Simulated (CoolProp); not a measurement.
Vapour-liquid equilibrium of ethylene (1) + 1-butene (2) at -73.35 °C; x and y are mole fractions of (1).

The numbers come from the multi-fluid Helmholtz-energy mixture model, Smukala 2000 and Lemmon 2005; pair parameters Bell 2016 in CoolProp.

Task: Give the bubble pressure and the first vapour's composition at x = 0.35, 0.8, 0.875. Is there an azeotrope?

Result: x = 0.35: 1.605 bar, y = 0.988; x = 0.8: 3.589 bar, y = 0.998; x = 0.875: 3.925 bar, y = 0.999. No azeotrope shows between x = 0.05 and 0.95.

Pair parameters are fitted to limited data, so mixtures are less certain than the pure fluids. The gap from Raoult's law changes sign with composition, which may be real or a fault of the pair parameters; it wasn't checked against measurements.
